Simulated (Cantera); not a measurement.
Cantera run, input and output.

```python
import numpy as np
import cantera as ct

gas = ct.Solution("SiF4_NH3_mec.yaml", "gas")
gas.TPX = 1550, 5700, {'NH3': 0.17, 'N2': 9.3}
reactor = ct.IdealGasConstPressureReactor(gas, energy="off", clone=False)
net = ct.ReactorNet([reactor])
net.rtol, net.atol = 1e-08, 1e-18
show = ['NH3', 'H', 'N2H4', 'H2', 'NH2', 'N', 'N2']
times = np.geomspace(6e-06, 3, 10)

steps = ct.SolutionArray(gas, extra=["t"])
rows = []
print(f"{'t/s':>10s}{'T/K':>9s}{'P/Pa':>11s}" + "".join(f"{s:>11s}" for s in show))
for t in times:
    while net.time < t:
        t_next = net.step()
        steps.append(gas.state, t=t_next)
    rows.append([np.interp(t, steps.t, y) for y in (steps.T, steps.P, *steps(*show).X.T)])
    print(f"{t:10.3e}{rows[-1][0]:9.1f}{rows[-1][1]:11.4g}" + "".join(f"{x:11.3e}" for x in rows[-1][2:]))
rate = np.gradient(steps.T, steps.t)
print("integrator steps:", len(steps.t))
if steps.T.max() > steps.T[0] + 200:
    print(f"time of steepest temperature rise: {steps.t[rate.argmax()]:.4e} s")
gas.TPX = 1550, 5700, {'NH3': 0.17, 'N2': 9.3}
gas.equilibrate("TP")
print(f"equilibrium (TP): T = {gas.T:.1f} K  " + "  ".join(f"{s} {gas[s].X[0]:.3e}" for s in show))
```

Output:

```
       t/s      T/K       P/Pa        NH3          H       N2H4         H2        NH2          N         N2
 6.000e-06   1550.0       5700  1.795e-02  1.095e-10  9.776e-22  2.603e-12  1.148e-10  2.182e-27  9.820e-01
 2.579e-05   1550.0       5700  1.795e-02  4.363e-10  8.130e-20  4.567e-11  5.276e-10  2.080e-24  9.820e-01
 1.108e-04   1550.0       5700  1.795e-02  1.384e-09  7.241e-18  6.873e-10  2.759e-09  2.117e-21  9.820e-01
 4.762e-04   1550.0       5700  1.795e-02  2.328e-09  5.141e-16  6.573e-09  1.547e-08  9.314e-19  9.820e-01
 2.047e-03   1550.0       5700  1.795e-02  2.386e-09  1.585e-14  3.587e-08  7.412e-08  1.279e-16  9.820e-01
 8.795e-03   1550.0       5700  1.795e-02  2.392e-09  3.280e-13  1.622e-07  3.263e-07  1.444e-14  9.820e-01
 3.780e-02   1550.0       5700  1.795e-02  2.545e-09  6.185e-12  7.227e-07  1.408e-06  1.483e-12  9.820e-01
 1.624e-01   1550.0       5700  1.794e-02  6.269e-09  1.146e-10  4.783e-06  6.052e-06  2.564e-11  9.820e-01
 6.981e-01   1550.0       5700  1.783e-02  1.485e-07  1.700e-09  1.591e-04  2.331e-05  1.167e-09  9.820e-01
 3.000e+00   1550.0       5700  1.667e-02  9.484e-07  1.042e-09  1.872e-03  1.824e-05  1.619e-08  9.814e-01
integrator steps: 551
equilibrium (TP): T = 1550.0 K  NH3 1.277e-08  H 2.159e-05  N2H4 1.797e-21  H2 2.644e-02  NH2 2.394e-11  N 8.628e-13  N2 9.735e-01
```

Cantera simulation using the gas-phase N/H chemistry of the illustrative SiF4/NH3 mechanism in the Surface Chemkin manual (1991); the numbers are that mechanism's predictions, not measurements. Walls and surfaces, which speed up NH3 decomposition in real reactors, are not modelled.
